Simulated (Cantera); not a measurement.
# Adiabatic ignition

An adiabatic, constant-pressure homogeneous reactor starts with CO : H2 : CH4 : O2 : N2 = 1 : 1.3 : 0.38 : 1.59 : 5.98 (molar parts), at 1425 K and 503 Torr.

Model: GRI-Mech 3.0 (53 species, 325 reactions), integrated in Cantera.

```tsv
t (s)	T (K)	x CO	x H2	x CH4	x C2H2	x HO2	x C2H6
6.00e-6	1425	0.0976	0.127	0.0371	<1e-12	2.29e-7	4.09e-12
1.77e-5	1425	0.0976	0.127	0.0371	<1e-12	8.45e-7	3.02e-9
5.20e-5	1464	0.0985	0.122	0.0317	5.56e-7	0.000105	0.000286
0.000153	2336	0.0839	0.0377	<1e-12	<1e-12	3.77e-6	<1e-12
0.000451	2659	0.0804	0.0318	<1e-12	<1e-12	3.71e-6	<1e-12
0.00133	2752	0.0782	0.0297	<1e-12	<1e-12	4.08e-6	<1e-12
0.00391	2747	0.0786	0.0301	<1e-12	<1e-12	3.82e-6	<1e-12
0.0115	2746	0.0787	0.0302	<1e-12	<1e-12	3.74e-6	<1e-12
0.0340	2746	0.0787	0.0302	<1e-12	<1e-12	3.74e-6	<1e-12
0.100	2746	0.0787	0.0302	<1e-12	<1e-12	3.74e-6	<1e-12
```
x: mole fraction; the columns are a selection and need not sum to one.

| Quantity | Value |
|---|---|
| time of steepest temperature rise | 68.2 µs |
| temperature at 0.100 s | 2746 K |
| equilibrium temperature | 2746 K |
| x(CO) at 0.100 s | 0.0787 (gas-phase equilibrium 0.0787) |
| x(H2) at 0.100 s | 0.0302 (gas-phase equilibrium 0.0302) |
| x(CH4) at 0.100 s | <1e-12 (gas-phase equilibrium <1e-12) |
